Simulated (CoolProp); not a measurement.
Computed with CoolProp (reference Helmholtz-energy equation of state, Penoncello 2003).

Q: Give the vapour pressure (kPa), enthalpy of vaporisation (kJ/kg), liquid conductivity (mW/(m K)) of saturated CHF3 (R23) at -63.95 °C.

A: 
```csv
T (°C),p (kPa),enthalpy of vaporisation (kJ/kg),liquid conductivity (mW/(m K))
-63.95,260,224,121
```

Thermal conductivity comes from a separate model (Shan 2000).
